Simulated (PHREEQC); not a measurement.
Acid mine or pickling water: an equilibrium model

Synthetic water in mmol/kgw, 83 °C, pH 3.52, pe 10.7: Na 6.67; K 0.00038; Ca 4.82; Mg 7.86; Cl 9.31; S(6) 11.7; Fe(3) 0.0319.

Valence states are taken as typed.

Computed with PHREEQC (ion-association model, phreeqc.dat).

Each row changes one thing in this solution. This is a speciation only: nothing precipitates in the calculation.

| case | ionic strength (mol/kgw) | SO4-2 (mol/kgw) | MgSO4 (mol/kgw) | Mg+2 (mol/kgw) | Ca+2 (mol/kgw) | CaSO4 (mol/kgw) | SI of Gypsum (CaSO4:2H2O) | SI of Jarosite-K (KFe3(SO4)2(OH)6) |
|---|---|---|---|---|---|---|---|---|
| as made | 0.0348 | 0.00583 | 0.00409 | 0.00377 | 0.00361 | 0.00120 | -0.57 | -1.89 |
| temperature from 83 to 20 °C at the same typed pH | 0.0428 | 0.00801 | (withheld) | 0.00562 | 0.00363 | 0.00118 | -0.58 | -0.93 |
| Fe(3) from 0.0319 to 0.0638 mmol/kgw | 0.0349 | 0.00583 | 0.00409 | 0.00377 | 0.00361 | 0.00120 | -0.57 | (withheld) |
| S(6) from 11.7 to 5.85 mmol/kgw | 0.0322 | 0.00245 | (withheld) | 0.00532 | 0.00420 | 0.000614 | -0.86 | (withheld) |

Q: Some entries are withheld; supply them.

A: 
- temperature from 83 to 20 °C at the same typed pH, MgSO4 (mol/kgw): 0.00225
- Fe(3) from 0.0319 to 0.0638 mmol/kgw, SI of Jarosite-K (KFe3(SO4)2(OH)6): -0.98
- S(6) from 11.7 to 5.85 mmol/kgw, MgSO4 (mol/kgw): 0.00254
- S(6) from 11.7 to 5.85 mmol/kgw, SI of Jarosite-K (KFe3(SO4)2(OH)6): -2.57

Some of these states are supersaturated (in Hematite (slow to form), Goethite (slow to form), for instance). At this temperature some constants are extrapolated from 25 °C, and those without enthalpy data are left unchanged.
